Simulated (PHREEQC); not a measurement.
0.82 g of hydrous ferric oxide (600 m²/g; 0.2 weak and 0.005 strong sites per Fe, Dzombak-Morel constants, diffuse double layer) in 1 kg of water with 0.05 mol/kgw of an inert sodium salt and 0.0053 mmol/kgw SrCl2, at 25 °C; the pH is set by adding NaOH or the inert anion's acid. Oxygen alone is held at its pressure in air (log pO2 = -0.68). CO2 from the air is kept out. No solid was allowed to form.

Base run: PHREEQC, ion-association model, wateq4f.dat. Each further column changes one thing. The table gives surface charge σ (C/m²).

```tsv
pH	base	background salt from 0.05 to 0.005 mol/kgw	oxide from 0.82 to 4.1 g/kgw	0.00029 mol/kgw CaCl2 added
4	0.294	0.187	0.297	(withheld)
4.67	0.219	0.118	0.221	0.220
5.33	0.146	0.070	0.148	0.147
6	0.089	0.038	0.090	0.090
6.67	0.049	(withheld)	0.049	0.049
7.33	0.022	0.008	0.022	0.023
8.67	-0.015	-0.005	-0.015	-0.009
9.33	-0.038	(withheld)	-0.039	-0.025
10	-0.073	-0.030	-0.074	-0.052
10.67	-0.125	(withheld)	-0.127	-0.092
11.33	-0.195	-0.112	-0.198	-0.146
12	-0.280	-0.215	-0.283	(withheld)
```

Question: Fill in the missing entries.

Answer: 
- 4, 0.00029 mol/kgw CaCl2 added: 0.295
- 6.67, background salt from 0.05 to 0.005 mol/kgw: 0.019
- 9.33, background salt from 0.05 to 0.005 mol/kgw: -0.014
- 10.67, background salt from 0.05 to 0.005 mol/kgw: -0.059
- 12, 0.00029 mol/kgw CaCl2 added: -0.204
